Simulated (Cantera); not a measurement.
An adiabatic, constant-pressure homogeneous reactor starts with CH4 : C2H6 : O2 : N2 = 1 : 0.093 : 1.22 : 4.6 (molar parts), equivalence ratio 1.9, at 1375 K and 59000 Pa.

Cantera simulation using GRI-Mech 3.0 (53 species, 325 reactions); the numbers are that mechanism's predictions, not measurements.

### Question
Predict: time of steepest temperature rise; temperature at 0.100 s; equilibrium temperature; x(O2) at 0.100 s; x(H) at 0.100 s; x(CH2O) at 0.100 s.

### Answer
```json
{
 "time_of_steepest_temperature_rise": "1.85 ms",
 "temperature at 0.100 s": "2450 K",
 "equilibrium_temperature": "2450 K",
 "x(O2) at 0.100 s": "3.24e-5 (gas-phase equilibrium 3.24e-5)",
 "x(H) at 0.100 s": "0.00994 (gas-phase equilibrium 0.00994)",
 "x(CH2O) at 0.100 s": "4.25e-9 (gas-phase equilibrium 4.25e-9)"
}
```
